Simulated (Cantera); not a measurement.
A perfectly stirred reactor is fed with 10.3 % CH4, 11.4 % CO, 15.5 % O2, 58.2 % N2, 4.64 % H2O, equivalence ratio 1.7, at 750 Torr; it is adiabatic with a 725 K inlet, and is followed from long to short residence time, starting on the burning branch (τ in s: 0.076, 0.034, 0.015, 0.0067, 0.003, 0.0013, 0.00059, 0.00026, 0.00012, 5.2e-05, 2.3e-05, 1e-05, 4.6e-06).

Detailed kinetics in Cantera: GRI-Mech 3.0 (53 species, 325 reactions).

Task: Predict: blow-out, bracketed by the residence times tried; x(CH4) at τ = 76.0 ms; x(CO) at τ = 76.0 ms; x(O2) at τ = 76.0 ms; x(HCN) at τ = 76.0 ms; x(CH2CO) at τ = 76.0 ms; x(CH4) at τ = 0.590 ms; x(CO) at τ = 0.590 ms; x(O2) at τ = 0.590 ms; x(HCN) at τ = 0.590 ms; x(CH2CO) at τ = 0.590 ms.

Result: 
```json
{
  "blow_out_bracketed_by_the_residence_times_tried": "burning at 0.260 ms, out at 0.120 ms",
  "x(CH4) at τ = 76.0 ms": "5.90e-5",
  "x(CO) at τ = 76.0 ms": "0.137",
  "x(O2) at τ = 76.0 ms": "7.70e-5",
  "x(HCN) at τ = 76.0 ms": "1.13e-5",
  "x(CH2CO) at τ = 76.0 ms": "1.28e-7",
  "x(CH4) at τ = 0.590 ms": "0.000796",
  "x(CO) at τ = 0.590 ms": "0.138",
  "x(O2) at τ = 0.590 ms": "0.00291",
  "x(HCN) at τ = 0.590 ms": "0.000143",
  "x(CH2CO) at τ = 0.590 ms": "4.81e-6"
}
```
